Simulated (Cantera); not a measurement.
Input (Python, Cantera) and output of one run.

```python
import numpy as np
import cantera as ct

gas_names = """
    Fe FeO Fe(OH)2 H HO2 H2 H2O H2O2 O OH O2 O3
""".split()
cond_names = """
    Fe(a) Fe(c) Fe(d) Fe(L) FeO(s) FeO(L) Fe(OH)2(s) Fe(OH)3(s) Fe2O3(s) Fe3O4(s) H2O(s) H2O(L)
""".split()


# ... load() reads the species with a 1 bar reference pressure and builds the phases ...
atoms = {
    'Fe2O3': {'Fe': 2, 'O': 3},
    'H2': {'H': 2},
}
top_T = {'Fe2O3(s)': 1830, 'Fe3O4(s)': 1870}  # K; cautious upper limits of use, not melting points


# ... equilibrate(T, P, feed) seeds the gas with the atoms and calls Mixture.equilibrate('TP', solver="vcs", rtol=1e-11, max_steps=5000) ...
results = []
T = 2148.15  # K
P = 1000  # Pa
for m in [83, 120, 180, 270, 390, 580, 850]:
    feed = {'Fe2O3': 1, 'H2': m}  # mol
    mix = equilibrate(T, P, feed)
    results.append((T, P, feed, dict(zip(mix.species_names, mix.species_moles))))

top = {s: max(r[3][s] / sum(r[3][g] for g in gas_names) for r in results) for s in gas_names}
cols = sorted((s for s in top if top[s] > 1e-05), key=lambda s: -top[s])[:6]
seen = [c for c in cond_names if any(r[3].get(c, 0) > 1e-12 for r in results)]
print("log10 of partial pressures in bar; condensed amounts in mol")
print(f"{'n(H2)':>10s}" + "".join(f"{s[:9]:>10s}" for s in cols + seen))
for T, P, feed, n in results:
    ng = sum(n[g] for g in gas_names)
    print(f"{feed['H2']:10.4g}" + "".join(f"{np.log10(max(n[s] / ng * P / 1e5, 1e-99)):10.3f}" for s in cols)
          + "".join(f"{n.get(c, 0):10.4g}" for c in seen))
```

Result:

```
log10 of partial pressures in bar; condensed amounts in mol
     n(H2)        H2         H       H2O        Fe        OH       FeO
        83    -2.044    -3.402    -3.464    -3.638    -5.712    -6.614
       120    -2.036    -3.398    -3.621    -3.794    -5.873    -6.936
       180    -2.030    -3.395    -3.794    -3.968    -6.049    -7.289
       270    -2.026    -3.393    -3.969    -4.143    -6.226    -7.642
       390    -2.024    -3.392    -4.128    -4.301    -6.386    -7.962
       580    -2.022    -3.391    -4.299    -4.473    -6.558    -8.307
       850    -2.021    -3.390    -4.465    -4.638    -6.724    -8.639
```

Cantera equilibrium calculation (NASA polynomials, part measured and part estimated; ideal gas, pure solids and liquids).
